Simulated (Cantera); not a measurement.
A Cantera script and its output.

```python
import numpy as np
import cantera as ct

gas = ct.Solution("gri30.yaml")
gas.TPX = 1950, 13332, {'CH4': 1, 'H2': 11, 'H2O': 1.1}
reactor = ct.IdealGasConstPressureReactor(gas, energy="off", clone=False)
net = ct.ReactorNet([reactor])
net.rtol, net.atol = 1e-08, 1e-18
show = ['CH4', 'H2', 'H', 'C2H', 'C2H2']
times = np.geomspace(2e-06, 1, 11)

steps = ct.SolutionArray(gas, extra=["t"])
rows = []
print(f"{'t/s':>10s}{'T/K':>9s}{'P/Pa':>11s}" + "".join(f"{s:>11s}" for s in show))
for t in times:
    while net.time < t:
        t_next = net.step()
        steps.append(gas.state, t=t_next)
    rows.append([np.interp(t, steps.t, y) for y in (steps.T, steps.P, *steps(*show).X.T)])
    print(f"{t:10.3e}{rows[-1][0]:9.1f}{rows[-1][1]:11.4g}" + "".join(f"{x:11.3e}" for x in rows[-1][2:]))
rate = np.gradient(steps.T, steps.t)
print("integrator steps:", len(steps.t))
if steps.T.max() > steps.T[0] + 200:
    print(f"time of steepest temperature rise: {steps.t[rate.argmax()]:.4e} s")
gas.TPX = 1950, 13332, {'CH4': 1, 'H2': 11, 'H2O': 1.1}
gas.equilibrate("TP")
print(f"equilibrium (TP): T = {gas.T:.1f} K  " + "  ".join(f"{s} {gas[s].X[0]:.3e}" for s in show))
```

Output:

```
       t/s      T/K       P/Pa        CH4         H2          H        C2H       C2H2
 2.000e-06   1950.0  1.333e+04  7.632e-02  8.397e-01  1.026e-05  2.625e-21  1.532e-14
 7.429e-06   1950.0  1.333e+04  7.628e-02  8.397e-01  3.401e-05  4.664e-18  7.568e-12
 2.759e-05   1950.0  1.333e+04  7.611e-02  8.396e-01  1.208e-04  6.111e-15  2.729e-09
 1.025e-04   1950.0  1.333e+04  7.548e-02  8.394e-01  4.402e-04  7.442e-12  9.063e-07
 3.807e-04   1950.0  1.333e+04  7.243e-02  8.393e-01  1.460e-03  6.810e-09  2.496e-04
 1.414e-03   1950.0  1.333e+04  5.758e-02  8.474e-01  2.312e-03  2.768e-07  6.469e-03
 5.253e-03   1950.0  1.333e+04  3.050e-02  8.652e-01  2.518e-03  8.919e-07  1.953e-02
 1.951e-02   1950.0  1.333e+04  1.064e-02  8.799e-01  2.777e-03  1.368e-06  2.764e-02
 7.248e-02   1950.0  1.333e+04  4.853e-03  8.897e-01  2.921e-03  1.300e-06  2.523e-02
 2.692e-01   1950.0  1.333e+04  3.047e-03  9.031e-01  2.963e-03  8.020e-07  1.558e-02
 1.000e+00   1950.0  1.333e+04  1.309e-03  9.163e-01  3.006e-03  2.992e-07  5.813e-03
integrator steps: 977
equilibrium (TP): T = 1950.0 K  CH4 9.791e-09  H2 9.243e-01  H 3.040e-03  C2H 8.229e-16  C2H2 1.594e-11
```

Detailed kinetics in Cantera: GRI-Mech 3.0 (53 species, 325 reactions).
